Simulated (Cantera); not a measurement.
Cantera run:

```python
import numpy as np
import cantera as ct

gas_names = [...]  # 148 gases of nasa_gas.yaml made of Al, C, H, N, O
cond_names = """
    AL(cr) AL(L) ALN(s) AL2O3(a) AL2O3(L) C(gr) C6H6(L) C7H8(L) C8H18(L),n-octa H2O(s) H2O(L)
""".split()


# ... load() reads the species with a 1 bar reference pressure and builds the phases ...
atoms = {
    'Al(CH3)3': {'AL': 1, 'C': 3, 'H': 9},
    'N2O': {'N': 2, 'O': 1},
    'N2': {'N': 2},
}
top_T = {'ALN(s)': 2750, 'C(gr)': 4500}  # K; cautious upper limits of use, not melting points


# ... equilibrate(T, P, feed) seeds the gas with the atoms and calls Mixture.equilibrate('TP', solver="vcs", rtol=1e-11, max_steps=5000) ...
results = []
feed = {'Al(CH3)3': 1, 'N2O': 12, 'N2': 97}  # mol
T = 1698  # K
for P in [10, 32, 100, 320, 1000, 3200, 10000, 32000, 100000]:
    mix = equilibrate(T, P, feed)
    results.append((T, P, feed, dict(zip(mix.species_names, mix.species_moles))))

top = {s: max(r[3][s] / sum(r[3][g] for g in gas_names) for r in results) for s in gas_names}
cols = sorted((s for s in top if top[s] > 1e-06), key=lambda s: -top[s])[:8]
seen = [c for c in cond_names if any(r[3].get(c, 0) > 1e-12 for r in results)]
print("log10 of partial pressures in bar; condensed amounts in mol")
print(f"{'P/Pa':>10s}" + "".join(f"{s[:9]:>10s}" for s in cols + seen))
for T, P, feed, n in results:
    ng = sum(n[g] for g in gas_names)
    print(f"{P:10.4g}" + "".join(f"{np.log10(max(n[s] / ng * P / 1e5, 1e-99)):10.3f}" for s in cols)
          + "".join(f"{n.get(c, 0):10.4g}" for c in seen))
```

Output:

```
log10 of partial pressures in bar; condensed amounts in mol
      P/Pa        N2       H2O       CO2        CO        O2        H2        OH         H  AL2O3(a)
        10    -4.030    -5.440    -5.650    -6.486    -6.673    -6.809    -7.164    -7.244       0.5
        32    -3.525    -4.925    -5.126    -6.133    -6.332    -6.466    -6.821    -7.073       0.5
       100    -3.030    -4.425    -4.618    -5.791    -6.000    -6.131    -6.488    -6.905       0.5
       320    -2.524    -3.916    -4.104    -5.445    -5.665    -5.789    -6.150    -6.734       0.5
      1000    -2.029    -3.418    -3.603    -5.107    -5.339    -5.455    -5.820    -6.567       0.5
      3200    -1.524    -2.912    -3.093    -4.762    -5.009    -5.113    -5.484    -6.396       0.5
     1e+04    -1.029    -2.416    -2.596    -4.425    -4.688    -4.778    -5.156    -6.229       0.5
   3.2e+04    -0.524    -1.910    -2.089    -4.081    -4.362    -4.435    -4.821    -6.057       0.5
     1e+05    -0.029    -1.414    -1.592    -3.743    -4.046    -4.097    -4.494    -5.889       0.5
```

Cantera equilibrium calculation (NASA polynomials, part measured and part estimated; ideal gas, pure solids and liquids). The feed counts by its element totals alone. Gases not in the tables: Al(OH)3.
